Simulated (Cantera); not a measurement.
A closed system holds: 1 mol Si3N4, 0.015 mol CO2, a varied amount of H2, equilibrated at 1998 K and 21.0 Pa.

Cantera equilibrium calculation (NASA polynomials, part measured and part estimated; ideal gas, pure solids and liquids). Candidate condensed phases: C, C6H6, C7H8, C8H18, H2O, Si, SiC, SiO2, Si2N2O, Si3N4; 151 gas species. The tables' values for SiN are old estimates; treat these amounts as uncertain. Gases not in the tables: Si2H6 and higher silanes. Rates play no part.

**Question.** At 41 mol H2, list the 4 most abundant gas species with their mole fractions, and the condensed phases.

**Answer.** H2 0.798, H 0.0989, Si 0.0602, N2 0.0413. Condensed: gas only.
